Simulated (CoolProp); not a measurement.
Vapour-liquid equilibrium of n-butane (1) + acetone (2) at 4.77 bar; x and y are mole fractions of (1).

Values from CoolProp's multi-fluid Helmholtz-energy mixture model, Bücker 2006 and Lemmon 2006; pair parameters Bell 2016.

```json
[
 {"x": "0.05", "bubble temperature (K)": "368.7", "y at the bubble point": "0.310", "dew temperature at overall composition x (K)": "381.0", "liquid density (mol/L)": "11.79"},
 {"x": "0.125", "bubble temperature (K)": "352.8", "y at the bubble point": "0.572", "dew temperature at overall composition x (K)": "377.7", "liquid density (mol/L)": "11.78"},
 {"x": "0.2", "bubble temperature (K)": "342.6", "y at the bubble point": "0.698", "dew temperature at overall composition x (K)": "374.2", "liquid density (mol/L)": "11.64"},
 {"x": "0.275", "bubble temperature (K)": "336.4", "y at the bubble point": "0.762", "dew temperature at overall composition x (K)": "370.5", "liquid density (mol/L)": "11.44"},
 {"x": "0.35", "bubble temperature (K)": "332.5", "y at the bubble point": "0.799", "dew temperature at overall composition x (K)": "366.6", "liquid density (mol/L)": "11.19"},
 {"x": "0.425", "bubble temperature (K)": "330.1", "y at the bubble point": "0.822", "dew temperature at overall composition x (K)": "362.4", "liquid density (mol/L)": "10.94"},
 {"x": "0.5", "bubble temperature (K)": "328.4", "y at the bubble point": "0.838", "dew temperature at overall composition x (K)": "357.7", "liquid density (mol/L)": "10.68"},
 {"x": "0.575", "bubble temperature (K)": "327.1", "y at the bubble point": "0.851", "dew temperature at overall composition x (K)": "352.5", "liquid density (mol/L)": "10.43"},
 {"x": "0.65", "bubble temperature (K)": "326.1", "y at the bubble point": "0.864", "dew temperature at overall composition x (K)": "346.7", "liquid density (mol/L)": "10.19"},
 {"x": "0.725", "bubble temperature (K)": "325.0", "y at the bubble point": "0.879", "dew temperature at overall composition x (K)": "340.1", "liquid density (mol/L)": "9.973"},
 {"x": "0.8", "bubble temperature (K)": "324.0", "y at the bubble point": "0.898", "dew temperature at overall composition x (K)": "332.4", "liquid density (mol/L)": "9.778"},
 {"x": "0.875", "bubble temperature (K)": "323.0", "y at the bubble point": "0.925", "dew temperature at overall composition x (K)": "325.3", "liquid density (mol/L)": "9.606"},
 {"x": "0.95", "bubble temperature (K)": "322.1", "y at the bubble point": "0.963", "dew temperature at overall composition x (K)": "322.4", "liquid density (mol/L)": "9.455"}
]
```

No azeotrope shows between x = 0.05 and 0.95.

The pair parameters rest on a limited set of measurements; away from them the model extrapolates. With so large a gap from Raoult's law the liquid may split in two, which this calculation doesn't test in full.
